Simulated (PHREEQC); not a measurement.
Consider water at 93 °C with 0.0024 mol KOH, 0.0027 mol KNO3 and 0.015 mol KH2PO4 per kg of water. Closed to the air; pH follows from the charge balance.

All values are PHREEQC results (ion-association model, wateq4f.dat), not measurements.

Problem. The ionic strength comes out as 0.0224 mol/kgw. What activity coefficients do HPO4-2, H2PO4-, K+, NO3-, KHPO4- get?

Solution. HPO4-2 0.52, H2PO4- 0.85, K+ 0.84, NO3- 0.84, KHPO4- 0.85.

This is a speciation only: nothing precipitates in the calculation. Complexes and solids missing from the database can't appear. H3PO4, which wateq4f.dat lacks, is added to it with the constant of phreeqc.dat. Constants without temperature data keep their 25 °C values here.
